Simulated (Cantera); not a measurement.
A Cantera script and what it prints.

```python
import numpy as np
import cantera as ct

gas_names = """
    CL2 LiCL O
""".split()
cond_names = """
    Li2O(s) Li2O(L)
""".split()


# ... load() reads the species with a 1 bar reference pressure and builds the phases ...
species = {s.name: s for s in load("nasa_gas.yaml", gas_names) + load("nasa_condensed.yaml", cond_names)}
# Each term lists the table entries of one substance; the one whose range holds T is used.
reactions = {
    'Cl2(g) + Li2O = 2 LiCl(g) + O(g)':
        [(-1, ['CL2']), (-1, ['Li2O(s)', 'Li2O(L)']), (2, ['LiCL']), (1, ['O'])],
}


def pick(names, T):
    return next(species[n] for n in names if species[n].thermo.min_temp <= T <= species[n].thermo.max_temp)


results = []
for label, terms in reactions.items():
    print(label)
    print("     T/K   dH/kJ  dS/(J/K)   dG/kJ   log10 K")
    for T in [300, 1398, 1498, 1598, 1698, 1798, 1898]:
        used = [(nu, pick(names, T)) for nu, names in terms]
        dH = sum(nu * s.thermo.h(T) for nu, s in used) / 1e6
        dS = sum(nu * s.thermo.s(T) for nu, s in used) / 1e3
        dG = dH - T * dS / 1e3
        logK = -dG * 1e6 / (ct.gas_constant * T * np.log(10))
        results.append((label, T, dH, dS, dG, logK, [s.name for _, s in used]))
        print(f"{T:8g} {dH:8.1f} {dS:8.1f} {dG:8.1f} {logK:8.2f}")
```

It prints:

```
Cl2(g) + Li2O = 2 LiCl(g) + O(g)
     T/K   dH/kJ  dS/(J/K)   dG/kJ   log10 K
     300    456.5    325.9    358.7   -62.45
    1398    431.3    297.7     15.1    -0.56
    1498    427.6    295.2    -14.6     0.51
    1598    423.9    292.8    -44.0     1.44
    1698    420.0    290.4    -73.1     2.25
    1798    416.0    288.1   -102.1     2.96
    1898    353.4    254.1   -129.0     3.55
```

Cantera with NASA thermochemical tables; ideal gases at 1 bar, condensed phases pure. Condensed species are held in their standard states even where they would react or evaporate.
